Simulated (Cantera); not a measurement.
An adiabatic, constant-pressure homogeneous reactor starts with C3H8 : O2 : N2 = 1 : 2.08 : 7.83 (molar parts), equivalence ratio 2.4, at 1073 K and 2400000 Pa. Integrator tolerance rtol = 1e-08.

Model: GRI-Mech 3.0 (53 species, 325 reactions), integrated in Cantera. GRI-Mech 3.0 was tuned for natural gas; its chemistry of propane as a main component is partial and can be far from experiment. The pressure lies above the range GRI-Mech 3.0 was tuned for (to about 10 atm).

Q: What does this change do: pressure from 2400000 Pa to 75000 Pa?

A: 
| quantity | before | after |
|---|---|---|
| time of steepest temperature rise | 8.65 ms | 0.125 s |
| temperature at 0.200 s | 2023 K | 2020 K |
| equilibrium temperature | 2023 K | 2018 K |
| x(C3H8) at 0.200 s | <1e-12 (gas-phase equilibrium <1e-12) | <1e-12 (gas-phase equilibrium <1e-12) |
| x(O2) at 0.200 s | 5.09e-10 (gas-phase equilibrium 5.09e-10) | 1.47e-8 (gas-phase equilibrium 1.51e-8) |
| x(HCN) at 0.200 s | 7.52e-6 (gas-phase equilibrium 1.03e-5) | 5.77e-5 (gas-phase equilibrium 3.20e-7) |
| x(H2O) at 0.200 s | 0.0653 (gas-phase equilibrium 0.0653) | 0.0657 (gas-phase equilibrium 0.0651) |
| x(H2) at 0.200 s | 0.204 (gas-phase equilibrium 0.204) | 0.203 (gas-phase equilibrium 0.204) |
| x(C2H6) at 0.200 s | <1e-12 (gas-phase equilibrium <1e-12) | 1.60e-9 (gas-phase equilibrium <1e-12) |

Q: What does this change do: 0.49 parts H2O added?

A: 
| quantity | before | after |
|---|---|---|
| time of steepest temperature rise | 8.65 ms | 8.55 ms |
| temperature at 0.200 s | 2023 K | 1989 K |
| equilibrium temperature | 2023 K | 1989 K |
| x(C3H8) at 0.200 s | <1e-12 (gas-phase equilibrium <1e-12) | <1e-12 (gas-phase equilibrium <1e-12) |
| x(O2) at 0.200 s | 5.09e-10 (gas-phase equilibrium 5.09e-10) | 5.85e-10 (gas-phase equilibrium 5.85e-10) |
| x(HCN) at 0.200 s | 7.52e-6 (gas-phase equilibrium 1.03e-5) | 3.34e-6 (gas-phase equilibrium 6.84e-6) |
| x(H2O) at 0.200 s | 0.0653 (gas-phase equilibrium 0.0653) | 0.0902 (gas-phase equilibrium 0.0902) |
| x(H2) at 0.200 s | 0.204 (gas-phase equilibrium 0.204) | 0.203 (gas-phase equilibrium 0.203) |
| x(C2H6) at 0.200 s | <1e-12 (gas-phase equilibrium <1e-12) | <1e-12 (gas-phase equilibrium <1e-12) |
